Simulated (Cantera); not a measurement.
What does this Cantera script print?

```python
import numpy as np
import cantera as ct

gas = ct.Solution("gri30.yaml")
gas.TPX = 325, 100000, {'CH3OH': 1, 'O2': 2.17, 'N2': 8.17}
inlet = ct.Reservoir(gas, clone=True)
gas.equilibrate("HP")  # start burning
reactor = ct.IdealGasConstPressureReactor(gas, energy="on", clone=False)
exhaust = ct.Reservoir(gas, clone=True)
tau = [0.19, 0.083, 0.037, 0.016, 0.0073, 0.0033, 0.0014, 0.00064, 0.00029, 0.00013, 5.6e-05][0]
for a, b in ((inlet, reactor), (reactor, exhaust)):
    ct.MassFlowController(a, b, mdot=lambda t: reactor.mass / tau)
net = ct.ReactorNet([reactor])
show = ['CH3OH', 'O2', 'H2', 'CH2', 'C2H']

rows = []
print(f"{'tau/s':>10s}{'T/K':>9s}" + "".join(f"{s:>11s}" for s in show))
for tau in [0.19, 0.083, 0.037, 0.016, 0.0073, 0.0033, 0.0014, 0.00064, 0.00029, 0.00013, 5.6e-05]:
    net.initial_time = 0.0
    net.advance(30 * tau)
    before = gas.X
    net.advance(40 * tau)
    drift = np.max(np.abs(gas.X - before) / (gas.X + 1e-9))
    rows.append([gas.T, *gas[show].X, drift])
    print(f"{tau:10.3e}{gas.T:9.1f}" + "".join(f"{x:11.3e}" for x in gas[show].X))
```

It prints:

```
     tau/s      T/K      CH3OH         O2         H2        CH2        C2H
 1.900e-01   1883.1  1.736e-06  5.640e-02  2.027e-04  1.482e-09  3.849e-16
 8.300e-02   1878.2  3.139e-06  5.647e-02  3.116e-04  2.598e-09  7.442e-16
 3.700e-02   1870.6  5.412e-06  5.661e-02  4.920e-04  4.559e-09  1.429e-15
 1.600e-02   1858.2  9.344e-06  5.691e-02  7.953e-04  9.060e-09  3.477e-15
 7.300e-03   1840.8  1.551e-05  5.740e-02  1.228e-03  2.000e-08  1.069e-14
 3.300e-03   1815.7  2.620e-05  5.822e-02  1.844e-03  5.007e-08  4.169e-14
 1.400e-03   1777.9  4.805e-05  5.969e-02  2.710e-03  1.399e-07  2.017e-13
 6.400e-04   1731.6  9.056e-05  6.195e-02  3.630e-03  3.450e-07  8.464e-13
 2.900e-04   1664.8  2.092e-04  6.643e-02  4.636e-03  7.973e-07  3.331e-12
 1.300e-04    325.0  8.818e-02  1.914e-01 -9.759e-17  2.074e-33  8.939e-54
 5.600e-05    325.0  8.818e-02  1.914e-01 -7.614e-20 -2.557e-35  7.723e-66
```

Model: GRI-Mech 3.0 (53 species, 325 reactions), integrated in Cantera. GRI-Mech 3.0 was tuned for natural gas; its chemistry of methanol as a main component is partial and can be far from experiment.
